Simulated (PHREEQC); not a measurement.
**City or well water**

Model water analysis in mg/kgw, 70 °C, pH 6.4, pe -0.4: Na 22.2; K 5.77; Ca 4.16; Mg 9.99; Cl 4.6; S(6) as SO4 14.6; Alkalinity as HCO3 103; B 0.0186; Si as SiO2 0.149.

Cl is adjusted to close the charge balance.
Valence states are taken as typed.

All values are PHREEQC results (ion-association model, phreeqc.dat), not measurements.

The ionic strength comes out as 0.00270 mol/kgw and the specific conductance is 455 µS/cm.

```csv
species,molality,activity,log γ
HCO3-,0.00168,0.00158,-0.026
CO2,0.00128,0.00128,0.000
Na+,0.000964,0.000906,-0.027
Mg+2,0.000383,0.000300,-0.105
Cl-,0.000151,0.000141,-0.027
K+,0.000147,0.000138,-0.027
SO4-2,0.000130,0.000101,-0.107
Ca+2,9.95e-5,7.79e-5,-0.106
MgSO4,1.95e-5,1.95e-5,0.000
```

This is a speciation only: nothing precipitates in the calculation. Species that the database lacks are ignored. Constants without temperature data keep their 25 °C values here.
